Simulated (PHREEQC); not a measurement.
TMAH is added in steps, without added water, to 1 kg of water holding 0.034 mol KHCO3 and 0.00065 mol NH3, at 25 °C. Oxygen is held at 0.21 atm. No CO2 enters from the air. Nothing may precipitate in this run.

Base run: PHREEQC, ion-association model, wateq4f.dat. Each further column changes one thing. The table gives pH.

| TMAH added (mol) | base | metal-ligand complexes left out | database phreeqc.dat | Davies equation for every ion | Debye-Hückel limiting law |
|---|---|---|---|---|---|
| 0 | 8.48 | 8.48 | 8.48 | 8.47 | 8.42 |
| 0.00405 | 9.27 | 9.27 | 9.27 | 9.26 | 9.19 |
| 0.007425 | 9.55 | 9.55 | 9.55 | 9.54 | 9.45 |
| 0.01148 | 9.78 | 9.78 | 9.79 | 9.77 | 9.68 |
| 0.01553 | 9.98 | 9.98 | 9.98 | 9.97 | 9.87 |
| 0.01957 | 10.18 | 10.18 | 10.18 | 10.16 | 10.05 |
| 0.02295 | 10.35 | 10.35 | 10.35 | 10.33 | 10.21 |
| 0.027 | 10.58 | 10.58 | 10.58 | 10.57 | 10.44 |

(CH3)4N+ isn't in the database: it is added as a free cation with an ion size of 4 Å. phreeqc.dat and wateq4f.dat share most of their constants, so their agreement is no independent check.
